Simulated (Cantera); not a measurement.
A Cantera script and its output.

```python
import numpy as np
import cantera as ct

gas = ct.Solution("gri30.yaml")
gas.TPX = 1150, 120000, {'CO': 1, 'H2': 0.23, 'O2': 1.5, 'N2': 16.5}
reactor = ct.IdealGasConstPressureReactor(gas, energy="on", clone=False)
net = ct.ReactorNet([reactor])
net.rtol, net.atol = 1e-08, 1e-16
show = ['CO', 'H2', 'O2', 'NO', 'OH']
times = np.geomspace(4e-06, 0.3, 12)

steps = ct.SolutionArray(gas, extra=["t"])
rows = []
print(f"{'t/s':>10s}{'T/K':>9s}{'P/Pa':>11s}" + "".join(f"{s:>11s}" for s in show))
for t in times:
    while net.time < t:
        t_next = net.step()
        steps.append(gas.state, t=t_next)
    rows.append([np.interp(t, steps.t, y) for y in (steps.T, steps.P, *steps(*show).X.T)])
    print(f"{t:10.3e}{rows[-1][0]:9.1f}{rows[-1][1]:11.4g}" + "".join(f"{x:11.3e}" for x in rows[-1][2:]))
rate = np.gradient(steps.T, steps.t)
print("integrator steps:", len(steps.t))
if steps.T.max() > steps.T[0] + 200:
    print(f"time of steepest temperature rise: {steps.t[rate.argmax()]:.4e} s")
gas.TPX = 1150, 120000, {'CO': 1, 'H2': 0.23, 'O2': 1.5, 'N2': 16.5}
gas.equilibrate("HP")
print(f"equilibrium (HP): T = {gas.T:.1f} K  " + "  ".join(f"{s} {gas[s].X[0]:.3e}" for s in show))
```

It prints:

```
       t/s      T/K       P/Pa         CO         H2         O2         NO         OH
 4.000e-06   1150.0    1.2e+05  5.200e-02  1.196e-02  7.800e-02  6.217e-21  5.517e-11
 1.110e-05   1150.0    1.2e+05  5.200e-02  1.196e-02  7.800e-02  5.768e-20  2.860e-10
 3.079e-05   1150.0    1.2e+05  5.200e-02  1.196e-02  7.800e-02  7.847e-19  1.978e-09
 8.543e-05   1150.0    1.2e+05  5.200e-02  1.196e-02  7.800e-02  3.322e-16  7.597e-08
 2.370e-04   1176.7    1.2e+05  4.976e-02  7.425e-03  7.423e-02  3.391e-08  5.483e-04
 6.577e-04   1483.3    1.2e+05  1.659e-02  3.650e-04  5.370e-02  4.031e-06  1.013e-03
 1.825e-03   1630.6    1.2e+05  2.096e-03  9.478e-05  4.800e-02  8.511e-06  6.922e-04
 5.063e-03   1652.4    1.2e+05  3.190e-04  1.531e-05  4.755e-02  9.506e-06  2.914e-04
 1.405e-02   1656.0    1.2e+05  5.202e-05  2.785e-06  4.752e-02  9.829e-06  1.267e-04
 3.897e-02   1656.7    1.2e+05  1.296e-05  8.429e-07  4.752e-02  9.930e-06  7.053e-05
 1.081e-01   1656.8    1.2e+05  9.296e-06  6.582e-07  4.752e-02  1.002e-05  6.250e-05
 3.000e-01   1656.8    1.2e+05  9.271e-06  6.570e-07  4.752e-02  1.027e-05  6.244e-05
integrator steps: 1477
time of steepest temperature rise: 2.6377e-04 s
equilibrium (HP): T = 1653.8 K  CO 8.994e-06  H2 6.398e-07  O2 4.692e-02  NO 1.218e-03  OH 6.093e-05
```

Model: GRI-Mech 3.0 (53 species, 325 reactions), integrated in Cantera.
